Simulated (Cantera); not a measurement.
Feed: 1 mol Si, 0.016 mol N₂O, 1.2 mol N₂, 0.012 mol CO₂, equilibrated at 1727 °C and 1.00 bar.

Method: chemical equilibrium by Gibbs-energy minimisation in Cantera with the NASA 1993 tables (ideal gas, pure condensed phases). Candidate condensed phases: C, Si, SiC, SiO₂, Si₂N₂O, Si₃N₄; 34 gas species. Mutual solubility and eutectic melting of coexisting phases are not modelled. Kinetics and transport are ignored.

Base state: N₂ 0.986, CO 0.0107, SiO 0.00305, Si 1.32e-5 (mole fractions); condensed: SiC(s) + Si₂N₂O(s) + Si₃N₄(s).

Problem. What changes in the equilibrium state with this change: CO₂ from 0.012 to 1.8 mol?

Solution. 
| species | before | after |
|---|---|---|
| CO | 0.0107 | 0.562 |
| N₂ | 0.986 | 0.380 |
| SiO | 0.00305 | 0.0576 |
| CO₂ | 1.63e-8 | 0.000153 |
| Si | 1.32e-5 | 1.39e-6 |
| SiC(s), mol | 0.00585 | 0 |
| Si₂N₂O(s), mol | 0.0321 | 0 |
| Si₃N₄(s), mol | 0.309 | 0 |
| SiO₂(l), mol | 0 | 0.816 |
The tables hold silica as quartz up to 1696 K and as liquid above; real silica turns to tridymite and cristobalite and melts near 1996 K.

Problem. What changes in the equilibrium state with this change: temperature from 1727 °C to 1300 °C?

Solution. 
```
species            before     after
----------------  -------  --------
N₂                  0.986     1.000
CO                 0.0107  0.000300
SiO               0.00305   2.68e-7
Si                1.32e-5     <1e-9
SiC(s), mol       0.00585         0
Si₂N₂O(s), mol     0.0321    0.0398
Si₃N₄(s), mol       0.309     0.307
C(graphite), mol        0    0.0118
```
